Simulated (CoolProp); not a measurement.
Properties of CHF3 (R23) along the isotherm 174 K.

The numbers come from the reference Helmholtz-energy equation of state, Penoncello 2003 in CoolProp.

```json
[
 {"p (kPa)": "2200", "phase": "liquid", "Z": "0.07034", "cp (kJ/(kg K))": "1.210", "cv (kJ/(kg K))": "0.7155", "speed of sound (m/s)": "926.6", "isothermal compressibility (1/MPa)": "0.001301", "Prandtl number": "3.32"},
 {"p (kPa)": "4390", "phase": "liquid", "Z": "0.1400", "cp (kJ/(kg K))": "1.206", "cv (kJ/(kg K))": "0.7161", "speed of sound (m/s)": "936.9", "isothermal compressibility (1/MPa)": "0.001264", "Prandtl number": "3.35"},
 {"p (kPa)": "6590", "phase": "liquid", "Z": "0.2095", "cp (kJ/(kg K))": "1.202", "cv (kJ/(kg K))": "0.7167", "speed of sound (m/s)": "946.9", "isothermal compressibility (1/MPa)": "0.001229", "Prandtl number": "3.38"},
 {"p (kPa)": "8780", "phase": "liquid", "Z": "0.2784", "cp (kJ/(kg K))": "1.198", "cv (kJ/(kg K))": "0.7174", "speed of sound (m/s)": "956.5", "isothermal compressibility (1/MPa)": "0.001197", "Prandtl number": "3.41"},
 {"p (kPa)": "11000", "phase": "liquid", "Z": "0.3479", "cp (kJ/(kg K))": "1.195", "cv (kJ/(kg K))": "0.7181", "speed of sound (m/s)": "965.9", "isothermal compressibility (1/MPa)": "0.001166", "Prandtl number": "3.44"},
 {"p (kPa)": "13200", "phase": "liquid", "Z": "0.4165", "cp (kJ/(kg K))": "1.192", "cv (kJ/(kg K))": "0.7188", "speed of sound (m/s)": "974.9", "isothermal compressibility (1/MPa)": "0.001137", "Prandtl number": "3.47"},
 {"p (kPa)": "15400", "phase": "liquid", "Z": "0.4847", "cp (kJ/(kg K))": "1.189", "cv (kJ/(kg K))": "0.7196", "speed of sound (m/s)": "983.7", "isothermal compressibility (1/MPa)": "0.001110", "Prandtl number": "3.50"},
 {"p (kPa)": "17600", "phase": "liquid", "Z": "0.5526", "cp (kJ/(kg K))": "1.186", "cv (kJ/(kg K))": "0.7204", "speed of sound (m/s)": "992.3", "isothermal compressibility (1/MPa)": "0.001085", "Prandtl number": "3.53"},
 {"p (kPa)": "19800", "phase": "liquid", "Z": "0.6202", "cp (kJ/(kg K))": "1.183", "cv (kJ/(kg K))": "0.7213", "speed of sound (m/s)": "1001", "isothermal compressibility (1/MPa)": "0.001061", "Prandtl number": "3.56"},
 {"p (kPa)": "22000", "phase": "liquid", "Z": "0.6875", "cp (kJ/(kg K))": "1.181", "cv (kJ/(kg K))": "0.7221", "speed of sound (m/s)": "1009", "isothermal compressibility (1/MPa)": "0.001038", "Prandtl number": "3.59"},
 {"p (kPa)": "24200", "phase": "liquid", "Z": "0.7545", "cp (kJ/(kg K))": "1.178", "cv (kJ/(kg K))": "0.7229", "speed of sound (m/s)": "1017", "isothermal compressibility (1/MPa)": "0.001016", "Prandtl number": "3.62"}
]
```

Viscosity comes from a separate model (Shan 2000). Thermal conductivity comes from a separate model (Shan 2000).
